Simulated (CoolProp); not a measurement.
Computed with CoolProp (reference Helmholtz-energy equation of state, Schroeder 2014).

Q: For ethanol, give the phase and the Z, fugacity coefficient at 346.85 °C and 279 bar; 346.85 °C and 557 bar; 346.85 °C and 627 bar.

A: 
- 346.85 °C and 279 bar: supercritical; Z 0.628, fugacity coefficient 0.559
- 346.85 °C and 557 bar: supercritical; Z 0.951, fugacity coefficient 0.476
- 346.85 °C and 627 bar: supercritical; Z 1.04, fugacity coefficient 0.476
